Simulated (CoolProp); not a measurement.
The fluid at 293.15 K and 1.14 MPa expands adiabatically to 0.0904 MPa with isentropic efficiency 0.7. The same conditions are run with several fluids, on thermodynamics alone (safety and materials aside).

The numbers come from the reference Helmholtz-energy equation of state of each fluid (R410A: Lemmon 2003; ethane: Bücker 2006; ethylene: Smukala 2000; C2F6 (R116): Lemmon 2006) in CoolProp. Blends and air are pseudo-pure fits.

| fluid | work (kJ/kg) | final temperature (K) | final phase | final density (kg/m³) |
|---|---|---|---|---|
| R410A | 43.7 | 219.6 | two-phase, vapour fraction 0.972 | 3.86 |
| ethane | 108 | 211.5 | gas | 1.58 |
| ethylene | 112 | 200.0 | gas | 1.55 |
| C2F6 (R116) | 26.0 | 246.8 | gas | 6.19 |
